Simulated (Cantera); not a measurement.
# Equilibrium for tantalum, niobium, vanadium and zirconium in process gases: Zr + H2O + H2

Feed: 1 mol Zr, 0.53 mol H2O, 20 mol H2, at 0.00133 bar.

Cantera equilibrium calculation (NASA polynomials, part measured and part estimated; ideal gas, pure solids and liquids). Candidate condensed phases: H2O, Zr, ZrO2; 12 gas species. Mutual solubility and eutectic melting of coexisting phases are not modelled. Condensed phases not in the tables: N, O or C dissolved in the metal. Equilibrium is a limit: real reactors are often held back by kinetics, nucleation or transport.

```csv
T (°C),x H2,x H,x ZrO,x Zr,x ZrO2,n Zr(β),n ZrO2(tetragonal),n Zr(l)
1800,0.930,0.0695,0.000142,6.58e-6,1.28e-7,0.733,0.263,0
1875,0.892,0.108,0.000488,2.20e-5,6.13e-7,0,0.260,0.729
1950,0.838,0.161,0.00151,6.56e-5,2.63e-6,0,0.248,0.717
2025,0.766,0.230,0.00436,0.000182,1.03e-5,0,0.214,0.680
2100,0.674,0.314,0.0117,0.000474,3.66e-5,0,0.119,0.579
2175,0.568,0.411,0.0198,0.00116,5.45e-5,0,0,0.441
2250,0.462,0.517,0.0185,0.00269,2.57e-5,0,0,0.394
2325,0.355,0.622,0.0172,0.00594,1.23e-5,0,0,0.288
2400,0.258,0.713,0.0159,0.0125,6.10e-6,0,0,0.0525
2475,0.181,0.791,0.0149,0.0132,6.15e-6,0,0,0
2550,0.123,0.851,0.0141,0.0126,6.99e-6,0,0,0
```
x: gas mole fraction; n: condensed amount in mol.

At 1800 °C the condensed part is Zr(β) + ZrO2(tetragonal). From 1875 °C to 2100 °C the condensed part is Zr(l) + ZrO2(tetragonal). From 2175 °C to 2400 °C the condensed part is Zr(l). From 2475 °C to 2550 °C nothing is condensed. The main Zr-bearing gas is ZrO throughout.
